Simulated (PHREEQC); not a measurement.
A solution holds 7.7 mmol/kgw Na2SiO3, at 25 °C. Closed to the air; pH follows from the charge balance.

All values are PHREEQC results (ion-association model, wateq4f.dat), not measurements.

This is a speciation only: nothing precipitates in the calculation.

**Question.** Order these Si species by the share of Si that they hold, largest first: H3SiO4-, H4SiO4, H2SiO4-2.

**Answer.** H3SiO4- (93 %), H2SiO4-2 (5.8 %), H4SiO4 (0.86 %)

The pH is 11.81 and the ionic strength 0.0158 mol/kgw.
